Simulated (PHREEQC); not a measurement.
0.032 g of hydrous ferric oxide (600 m²/g; 0.2 weak and 0.005 strong sites per Fe, Dzombak-Morel constants, diffuse double layer) in 1 kg of water with 0.3 mol/kgw of an inert sodium salt and 7.1e-05 mol/kgw NaH2PO4 and 1.1e-07 mol/kgw CaCl2, at 25 °C; the pH is set by adding NaOH or the inert anion's acid. Oxygen is held at 0.21 atm. CO2 from the air is kept out. No solid was allowed to form.

The series has 13 steps of pH, from 4 to 10.

All values are PHREEQC results (ion-association model, wateq4f.dat), not measurements.

**Question.** Near which pH is half of the P sorbed, and on which side is more sorbed?

**Answer.** Near pH 6.9, with more sorbed at lower pH.

**Question.** Near which pH is half of the Ca sorbed, and on which side is more sorbed?

**Answer.** Near pH 8.7, with more sorbed at higher pH.

**Question.** At which pH does the surface charge pass through zero?

**Answer.** Near pH 6.3.

H3PO4, which wateq4f.dat lacks, is added to it with the constant of phreeqc.dat.
